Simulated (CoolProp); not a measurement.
Properties of n-decane along the isotherm 620 K.

Model: reference Helmholtz-energy equation of state, Lemmon 2006, in CoolProp. It is a short technical equation, of lower accuracy than the large ones.

| p (kPa) | phase | density (kg/m³) | cp (kJ/(kg K)) | isothermal compressibility (1/MPa) | viscosity (µPa s) | conductivity (mW/(m K)) |
|---|---|---|---|---|---|---|
| 131 | gas | 3.698 | 2.928 | 7.810 | 10.7 | 40.9 |
| 263 | gas | 7.604 | 2.944 | 3.989 | 10.7 | 40.7 |
| 394 | gas | 11.68 | 2.962 | 2.736 | 10.7 | 40.6 |
| 525 | gas | 15.99 | … | 2.116 | 10.8 | 40.5 |
| 657 | gas | 20.60 | 3.007 | 1.749 | 10.9 | 40.4 |
| 788 | gas | 25.48 | 3.035 | … | 11.0 | 40.4 |
| 919 | gas | 30.73 | 3.069 | 1.355 | 11.1 | 40.4 |
| 1050 | gas | 36.42 | … | 1.246 | 11.3 | 40.6 |

Problem. Complete the blanks.

Solution. 
- 525, cp (kJ/(kg K)): 2.983
- 788, isothermal compressibility (1/MPa): 1.515
- 1050, cp (kJ/(kg K)): 3.110

Viscosity comes from a separate model (Huber 2004). Thermal conductivity comes from a separate model (Huber 2005).
